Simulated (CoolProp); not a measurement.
Vapour-liquid equilibrium of R22 (1) + R115 (2) at 1.04 MPa; x and y are mole fractions of (1).

Values from CoolProp's multi-fluid Helmholtz-energy mixture model, Kamei 1995 and Lemmon 2016; pair parameters Bell 2016.

```csv
x,bubble temperature (°C),y at the bubble point,dew temperature at overall composition x (°C),liquid density (mol/L)
0.05,28.1,0.089,29.1,8.352
0.15,25.0,0.221,26.6,8.752
0.25,23.2,0.317,24.4,9.166
0.35,22.2,0.397,22.7,9.614
0.45,21.6,0.471,21.7,10.11
0.55,21.5,0.547,21.5,10.65
0.65,21.7,0.628,21.8,11.24
0.75,22.3,0.719,22.5,11.89
0.85,23.1,0.822,23.4,12.59
0.95,24.2,0.938,24.4,13.36
```

y crosses x between x = 0.45 and 0.55: the model has an azeotrope there.

The pair parameters rest on a limited set of measurements; away from them the model extrapolates.
